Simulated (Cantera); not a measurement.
A diamond (100) surface in a fixed gas of H2 with x(CH4) = 0.0037, x(H) = 0.00022, x(CH3) = 0.00088, 0.0247 atm; coverages are run to steady state.

Cantera simulation using the Harris–Goodwin 1993 mechanism for the reconstructed diamond (100) surface; the numbers are that mechanism's predictions, not measurements.

θ: site fractions in the mechanism's names (c6HH fully hydrogenated, c6H* and c6*H radical sites, c6** diradical, c6HM methylated).

```
T (K)  growth (µm/h)  θ c6HH   θ c6H*  θ c6*H    θ c6**    θ c6HM
-----  -------------  ------  -------  ------  --------  --------
900             1.23   0.176  0.00246  0.0689  0.000485     0.605
950             1.69   0.231  0.00465   0.110  0.000997     0.501
1000            1.80   0.338  0.00940   0.193   0.00215     0.333
1050               ?       ?        ?       ?         ?         ?
1100           0.821   0.513   0.0233   0.369   0.00565    0.0528
1150           0.572   0.527   0.0283   0.401   0.00685    0.0164
1200           0.488   0.531   0.0320   0.410   0.00771   0.00507
1250           0.421   0.537   0.0350   0.408   0.00844   0.00162
1300           0.285   0.548   0.0373   0.399   0.00903  0.000536
1350               ?   0.564   0.0390   0.385   0.00914         ?
1400          0.0561   0.582   0.0402   0.368   0.00876   7.13e-5
```

### Question
Some entries are withheld; supply them.

### Answer

- 1050, growth (µm/h): 1.33
- 1050, θ c6HH: 0.455
- 1050, θ c6H*: 0.0166
- 1050, θ c6*H: 0.298
- 1050, θ c6**: 0.00396
- 1050, θ c6HM: 0.154
- 1350, growth (µm/h): 0.139
- 1350, θ c6HM: 0.000189
